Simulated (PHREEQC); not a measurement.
A solution holds 0.079 mol Na2HPO4 and 7.4e-05 mol NaF per kg of water, at 25 °C. Closed to the air; pH follows from the charge balance.

The numbers come from PHREEQC with the ion-association model, phreeqc.dat.

Q: The ionic strength comes out as 0.225 mol/kgw. What activity coefficients do OH-, Na+, NaHPO4-, H2PO4-, HPO4-2 get?

A: OH- 0.70, Na+ 0.74, NaHPO4- 0.74, H2PO4- 0.74, HPO4-2 0.29.

This is a speciation only: nothing precipitates in the calculation.
